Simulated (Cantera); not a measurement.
An isothermal, constant-pressure homogeneous reactor starts with 22.8 % H2, 17.5 % O2, 59.6 % N2, at 973 K and 0.480 bar.

Model: GRI-Mech 3.0 (53 species, 325 reactions), integrated in Cantera. The temperature is held fixed by assumption; the heat of reaction is taken as removed at once.

x: mole fraction; the columns are a selection and need not sum to one.

```json
[
 {"t (s)": "1.00e-6", "x H2": "0.228", "x O2": "0.175", "x H2O": "<1e-12", "x H": "6.36e-12", "x NO": "<1e-12", "x HO2": "6.65e-12"},
 {"t (s)": "1.09e-5", "x H2": "0.228", "x O2": "0.175", "x H2O": "2.03e-11", "x H": "7.13e-11", "x NO": "<1e-12", "x HO2": "8.41e-11"},
 {"t (s)": "0.000119", "x H2": "0.228", "x O2": "0.175", "x H2O": "(withheld)", "x H": "(withheld)", "x NO": "<1e-12", "x HO2": "(withheld)"},
 {"t (s)": "0.00130", "x H2": "0.0264", "x O2": "0.0815", "x H2O": "0.227", "x H": "7.15e-5", "x NO": "3.72e-7", "x HO2": "7.70e-5"},
 {"t (s)": "0.0141", "x H2": "0.0232", "x O2": "0.0800", "x H2O": "0.231", "x H": "1.32e-6", "x NO": "2.07e-7", "x HO2": "4.55e-5"},
 {"t (s)": "0.154", "x H2": "0.00922", "x O2": "0.0735", "x H2O": "0.247", "x H": "7.13e-7", "x NO": "1.78e-7", "x HO2": "3.50e-5"},
 {"t (s)": "1.68", "x H2": "0.000168", "x O2": "0.0694", "x H2O": "0.257", "x H": "2.68e-9", "x NO": "2.29e-8", "x HO2": "2.38e-6"},
 {"t (s)": "18.3", "x H2": "3.20e-6", "x O2": "0.0693", "x H2O": "0.257", "x H": "7.93e-12", "x NO": "1.35e-8", "x HO2": "7.64e-8"},
 {"t (s)": "200", "x H2": "1.02e-10", "x O2": "0.0693", "x H2O": "0.257", "x H": "<1e-12", "x NO": "3.62e-7", "x HO2": "5.32e-10"}
]
```

Problem. Complete the blanks.

Solution. 
- 0.000119, x H2O: 1.84e-8
- 0.000119, x H: 9.40e-9
- 0.000119, x HO2: 9.22e-9
